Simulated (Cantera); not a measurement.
Input: 1 mol Pb, 1.2 mol O2, 2.1 mol H2, equilibrated at 1.00 Torr.

Method: chemical equilibrium by Gibbs-energy minimisation in Cantera with the NASA 1993 tables (ideal gas, pure condensed phases). Candidate condensed phases: H2O, Pb, PbO, PbO2, Pb3O4; 12 gas species. Mutual solubility and eutectic melting of coexisting phases are not modelled. Gases not in the tables: (PbO)n polymers. Equilibrium is a limit: real reactors are often held back by kinetics, nucleation or transport.

### Question
Which condensed phases are stable at each of these points (T (K)): 623, 698, 773, 848, 923, 998, 1073, 1148, 1223, 1298?

### Answer
```tsv
T (K)	condensed phases	Pb condensed (%)
623	Pb(l) + PbO(red)	100.0
698	Pb(l) + PbO(red)	100.0
773	Pb(l) + PbO(yellow)	100.0
848	Pb(l) + PbO(yellow)	100.0
923	Pb(l) + PbO(yellow)	99.6
998	Pb(l) + PbO(yellow)	97.5
1073	Pb(l) + PbO(yellow)	87.3
1148	Pb(l) + PbO(yellow)	38.5
1223	PbO(l)	5.2
1298	gas only	0.0
```

From 623 K to 698 K the condensed part is Pb(l) + PbO(red). From 773 K to 1148 K the condensed part is Pb(l) + PbO(yellow). At 1223 K the condensed part is PbO(l). At 1298 K nothing is condensed.
